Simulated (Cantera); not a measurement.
A closed system holds: 1 mol CH₃OH, 0.12 mol CO₂, 1.1 mol H₂, at 10.0 mbar.

Points: T (K) = 623, 673, 723, 773, 823, 873, 923.

Cantera's Mixture.equilibrate('TP', solver="vcs", rtol=1e-11, max_steps=5000) on the NASA tables stopped like this:

```
T = 623 K  P = 1000 Pa  gas = 2.94 mol
   x: H2 5.168e-01  H2O 2.658e-01  CH4 1.360e-01  CO2 7.461e-02  CO 6.836e-03
   condensed (mol): C(gr) 0.4807
ERROR: FAILURE its = 5001!

*******************************************************************************
CanteraError thrown by MultiPhase::equilibrate:
VCS solver failed. Return code: -1
*******************************************************************************
```

What got this run through?

One answer among several that fit: The failure is numerical, not chemical. The same input converged with solver="gibbs", rtol=1e-10, max_steps=50000, and the result passed a check of the equilibrium conditions:
```
T = 623 K  P = 1000 Pa  gas = 2.94 mol
   x: H2 5.168e-01  H2O 2.658e-01  CH4 1.360e-01  CO2 7.461e-02  CO 6.836e-03
   condensed (mol): C(gr) 0.4807
T = 673 K  P = 1000 Pa  gas = 3.262 mol
   x: H2 6.441e-01  H2O 1.795e-01  CO2 8.746e-02  CH4 6.331e-02  CO 2.565e-02
   condensed (mol): C(gr) 0.5444
T = 723 K  P = 1000 Pa  gas = 3.565 mol
   x: H2 7.095e-01  H2O 1.063e-01  CO2 8.411e-02  CO 7.327e-02  CH4 2.686e-02
   condensed (mol): C(gr) 0.4631
T = 773 K  P = 1000 Pa  gas = 3.871 mol
   x: H2 7.257e-01  CO 1.530e-01  CO2 5.720e-02  H2O 5.293e-02  CH4 1.115e-02
   condensed (mol): C(gr) 0.2631
T = 823 K  P = 1000 Pa  gas = 4.127 mol
   x: H2 7.197e-01  CO 2.286e-01  CO2 2.503e-02  H2O 2.179e-02  CH4 4.833e-03
   condensed (mol): C(gr) 0.05325
T = 873 K  P = 1000 Pa  gas = 4.21 mol
   x: H2 7.186e-01  CO 2.506e-01  H2O 1.536e-02  CO2 1.429e-02  CH4 1.156e-03
   condensed (mol): none
T = 923 K  P = 1000 Pa  gas = 4.218 mol
   x: H2 7.178e-01  CO 2.533e-01  H2O 1.665e-02  CO2 1.200e-02  CH4 2.022e-04
   condensed (mol): none
```

The gas is ideal and each condensed phase is pure.
